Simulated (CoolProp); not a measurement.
The numbers come from the reference Helmholtz-energy equation of state, Beckmüller 2019 in CoolProp.

Q: For n-octane, give the phase and the density (kg/m³), cv (kJ/(kg K)), speed of sound (m/s), viscosity (µPa s) at 535.2 K and 1.04 MPa; 613.5 K and 0.881 MPa; 442.7 K and 1.81 MPa.

A: 
- 535.2 K and 1.04 MPa: gas; density 34.4, cv 2.64, speed of sound 156, viscosity 10.7
- 613.5 K and 0.881 MPa: gas; density 22.0, cv 2.86, speed of sound 193, viscosity 11.8
- 442.7 K and 1.81 MPa: liquid; density 571, cv 2.34, speed of sound 638, viscosity 148

Viscosity comes from a separate model (Huber 2004).
